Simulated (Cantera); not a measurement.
Source: NASA polynomial tables (part measured, part estimated), evaluated in Cantera. Values are per mole of reaction as written; species without (g) are pure solids or liquids, kept so even where they would boil at 1 bar.

4 FeSO4 ⇌ 4 S + 2 Fe2O3 + 5 O2(g), with ΔH° = 2064.9 kJ and ΔS° = 845.3 J/K at 300 K.

### Question
How far is the shortcut ΔG° ≈ ΔH°(300 K) − T·ΔS°(300 K) from the full temperature-dependent value at 450, 500, 550, 600, 650, 700, 750, 800, 850, 900 K?

### Answer
| T (K) | shortcut (kJ) | full (kJ) | difference (kJ) | difference in log10 K | condensed phases |
|---|---|---|---|---|---|
| 450 | 1684.6 | 1681.8 | 2.8 | -0.32 | FeSO4(s), S(l), Fe2O3(s) |
| 500 | 1642.3 | 1637.3 | 5.0 | -0.52 | FeSO4(s), S(l), Fe2O3(s) |
| 550 | 1600.0 | 1592.5 | 7.6 | -0.72 | FeSO4(s), S(l), Fe2O3(s) |
| 600 | 1557.8 | 1547.4 | 10.4 | -0.90 | FeSO4(s), S(l), Fe2O3(s) |
| 650 | 1515.5 | 1502.2 | 13.3 | -1.07 | FeSO4(s), S(l), Fe2O3(s) |
| 700 | 1473.2 | 1456.9 | 16.3 | -1.22 | FeSO4(s), S(l), Fe2O3(s) |
| 750 | 1431.0 | 1411.6 | 19.4 | -1.35 | FeSO4(s), S(l), Fe2O3(s) |
| 800 | 1388.7 | 1366.2 | 22.5 | -1.47 | FeSO4(s), S(l), Fe2O3(s) |
| 850 | 1346.5 | 1320.8 | 25.7 | -1.58 | FeSO4(s), S(l), Fe2O3(s) |
| 900 | 1304.2 | 1275.2 | 28.9 | -1.68 | FeSO4(s), S(l), Fe2O3(s) |
The shortcut ignores heat capacities and the phase changes listed.
